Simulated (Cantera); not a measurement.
A perfectly stirred reactor is fed with CH4 : CO2 : H2O = 1 : 3.9 : 0.46 (molar parts), at 510000 Pa; it is held at 1648 K, and followed from long to short residence time.

Model: GRI-Mech 3.0 (53 species, 325 reactions), integrated in Cantera.

x: mole fraction; the columns are a selection and need not sum to one.

| τ (s) | x CH4 | x CO2 | x HO2 | x C2H | x C2H2 |
|---|---|---|---|---|---|
| 5.6 | 0.00584 | 0.257 | <1e-12 | 9.84e-10 | 0.00195 |
| 1.6 | 0.0113 | 0.280 | <1e-12 | ___ | 0.00706 |
| 0.46 | 0.0194 | 0.326 | <1e-12 | ___ | 0.0183 |
| 0.13 | 0.0326 | 0.400 | <1e-12 | ___ | 0.0336 |
| 0.037 | 0.0584 | 0.499 | <1e-12 | ___ | 0.0411 |
| 0.011 | 0.102 | 0.608 | <1e-12 | ___ | 0.0300 |
| 0.0031 | 0.146 | 0.688 | <1e-12 | ___ | 0.0124 |
| 0.00087 | 0.171 | 0.719 | <1e-12 | ___ | 0.00252 |

**Question.** Some entries are withheld; supply them.

**Answer.** 
- 1.6, x C2H: 3.75e-9
- 0.46, x C2H: 1.06e-8
- 0.13, x C2H: 2.13e-8
- 0.037, x C2H: 2.64e-8
- 0.011, x C2H: 1.79e-8
- 0.0031, x C2H: 7.23e-9
- 0.00087, x C2H: 1.45e-9
